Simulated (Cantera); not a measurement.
An adiabatic, constant-pressure homogeneous reactor starts with CH₃OH : O₂ : N₂ : H₂O = 1 : 2.34 : 8.81 : 0.33 (molar parts), at 1398 K and 10.0 bar. Integrator tolerance rtol = 1e-08.

Computed with Cantera and GRI-Mech 3.0 (53 species, 325 reactions). GRI-Mech 3.0 was tuned for natural gas; its chemistry of methanol as a main component is partial and can be far from experiment.

```json
[
 {"quantity": "time of steepest temperature rise", "before": "97.8 µs", "after": "0.677 ms"},
 {"quantity": "temperature at 1.00 s", "before": "2559 K", "after": "2484 K"},
 {"quantity": "equilibrium temperature", "before": "2559 K", "after": "2484 K"},
 {"quantity": "x(CH₃OH) at 1.00 s", "before": "<1e-12 (gas-phase equilibrium <1e-12)", "after": "<1e-12 (gas-phase equilibrium <1e-12)"},
 {"quantity": "x(O₂) at 1.00 s", "before": "0.0584 (gas-phase equilibrium 0.0584)", "after": "0.0603 (gas-phase equilibrium 0.0603)"},
 {"quantity": "x(H₂O) at 1.00 s", "before": "0.172 (gas-phase equilibrium 0.172)", "after": "0.166 (gas-phase equilibrium 0.166)"},
 {"quantity": "x(CH₂O) at 1.00 s", "before": "3.36e-11 (gas-phase equilibrium 3.36e-11)", "after": "1.39e-11 (gas-phase equilibrium 1.39e-11)"},
 {"quantity": "x(NO) at 1.00 s", "before": "0.0124 (gas-phase equilibrium 0.0124)", "after": "0.0110 (gas-phase equilibrium 0.0110)"}
]
```

Problem. Name the change that produced these shifts.
A. N2 8.81 to 18 parts
B. initial temperature 1398 to 1148 K
C. pressure from 10.0 bar to 1.00 bar
D. initial temperature 1398 to 1348 K

Solution. C, pressure from 10.0 bar to 1.00 bar
